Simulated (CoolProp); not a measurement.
Vapour-liquid equilibrium of isohexane (1) + benzene (2) at 10.85 °C; x and y are mole fractions of (1).

Computed with CoolProp (multi-fluid Helmholtz-energy mixture model, Lemmon 2006 and Thol 2012; pair parameters Bell 2016).

```csv
x,"bubble pressure, mixture model (MPa)","bubble pressure, Raoult's law (MPa)","y, mixture model","y, Raoult's law"
0.05,0.007645,0.006790,0.208,0.112
0.2,0.01014,0.008116,0.476,0.374
0.35,0.01159,0.009441,0.598,0.563
0.5,0.01263,0.01077,0.687,0.705
0.65,0.01350,0.01209,0.772,0.816
0.8,0.01427,0.01342,0.863,0.905
0.95,0.01497,0.01474,0.964,0.978
```

The largest gap from Raoult's law is +24.9 % in bubble pressure, at x = 0.2. No azeotrope shows between x = 0.05 and 0.95.

Pair parameters are fitted to limited data, so mixtures are less certain than the pure fluids.
